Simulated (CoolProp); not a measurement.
Vapour-liquid equilibrium of R152A (1) + R113 (2) at 264.5 K; x and y are mole fractions of (1).

The numbers come from the multi-fluid Helmholtz-energy mixture model, Outcalt 1996 and Marx 1992; pair parameters Bell 2016 in CoolProp.

| x | bubble pressure (MPa) | y at the bubble point | dew pressure at overall composition x (MPa) | liquid density (mol/L) |
|---|---|---|---|---|
| 0.05 | 0.03198 | 0.706 | 0.01023 | 8.947 |
| 0.125 | 0.06065 | 0.853 | 0.01110 | 9.238 |
| 0.2 | 0.08383 | 0.899 | 0.01212 | 9.546 |
| 0.275 | 0.1021 | 0.922 | 0.01335 | [?] |
| 0.35 | 0.1163 | 0.935 | [?] | 10.22 |
| 0.425 | [?] | 0.944 | 0.01675 | 10.60 |
| 0.5 | [?] | 0.950 | 0.01920 | 11.00 |
| 0.575 | 0.1438 | 0.956 | 0.02247 | [?] |
| 0.65 | 0.1507 | 0.961 | 0.02709 | 11.90 |
| 0.725 | 0.1576 | 0.966 | 0.03407 | 12.42 |
| 0.8 | 0.1650 | [?] | 0.04587 | 12.98 |
| 0.875 | 0.1736 | 0.980 | 0.06985 | 13.61 |
| 0.95 | [?] | 0.991 | 0.1361 | 14.30 |

**Question.** What belongs in the gaps?

**Answer.** 
- 0.275, liquid density (mol/L): 9.873
- 0.35, dew pressure at overall composition x (MPa): 0.01486
- 0.425, bubble pressure (MPa): 0.1274
- 0.5, bubble pressure (MPa): 0.1363
- 0.575, liquid density (mol/L): 11.43
- 0.8, y at the bubble point: 0.972
- 0.95, bubble pressure (MPa): 0.1836

No azeotrope shows between x = 0.05 and 0.95.

Pair parameters are fitted to limited data, so mixtures are less certain than the pure fluids. With so large a gap from Raoult's law the liquid may split in two, which this calculation doesn't test in full.
